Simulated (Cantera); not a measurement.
## Thermal oxidation and active oxidation of silicon: Si + H2O + H2

A closed system holds: 1 mol Si, 0.029 mol H2O, 260 mol H2, equilibrated at 18.8 Torr.

Cantera equilibrium calculation (NASA polynomials, part measured and part estimated; ideal gas, pure solids and liquids). Candidate condensed phases: H2O, Si, SiO2; 18 gas species. Mutual solubility and eutectic melting of coexisting phases are not modelled. The tables hold silica as quartz up to 1696 K and as liquid above; real silica turns to tridymite and cristobalite and melts near 1996 K. Gases not in the tables: Si2H6 and higher silanes. Kinetics and transport are ignored.

| T (K) | x H2 | x H | x Si | x SiO | x SiH | x SiH2 | n Si(s) | n SiO2(β-quartz) | n Si(l) |
|---|---|---|---|---|---|---|---|---|---|
| 1098 | 1.000 | 1.56e-7 | <1e-12 | 8.60e-7 | 4.19e-12 | 1.25e-9 | 0.985 | 0.0144 | 0 |
| 1198 | 1.000 | 1.20e-6 | 5.15e-11 | 2.02e-5 | 1.24e-10 | 1.14e-8 | 0.983 | 0.0119 | 0 |
| 1298 | 1.000 | 6.78e-6 | 1.63e-9 | 0.000111 | 2.16e-9 | 7.39e-8 | 0.971 | 0 | 0 |
| 1398 | 1.000 | 2.99e-5 | 3.12e-8 | 0.000111 | 2.48e-8 | 3.66e-7 | 0.971 | 0 | 0 |
| 1498 | 1.000 | 0.000109 | 4.01e-7 | 0.000111 | 2.05e-7 | 1.46e-6 | 0.970 | 0 | 0 |
| 1598 | 1.000 | 0.000337 | 3.74e-6 | 0.000111 | 1.30e-6 | 4.89e-6 | 0.968 | 0 | 0 |
| 1698 | 0.999 | 0.000914 | 2.63e-5 | 0.000111 | 6.46e-6 | 1.40e-5 | 0 | 0 | 0.959 |
| 1798 | 0.997 | 0.00222 | 0.000123 | 0.000111 | 2.24e-5 | 2.94e-5 | 0 | 0 | 0.925 |
| 1898 | 0.994 | 0.00493 | 0.000491 | 0.000111 | 6.76e-5 | 5.73e-5 | 0 | 0 | 0.808 |
x: gas mole fraction; n: condensed amount in mol.

From 1098 K to 1198 K the condensed part is Si(s) + SiO2(β-quartz). From 1298 K to 1598 K the condensed part is Si(s). From 1698 K to 1898 K the condensed part is Si(l). The main Si-bearing gas is SiO at 1098 K and Si at 1898 K. The share of Si in condensed phases is highest at 1098 K (100.0 %) and lowest at 1898 K (80.8 %).
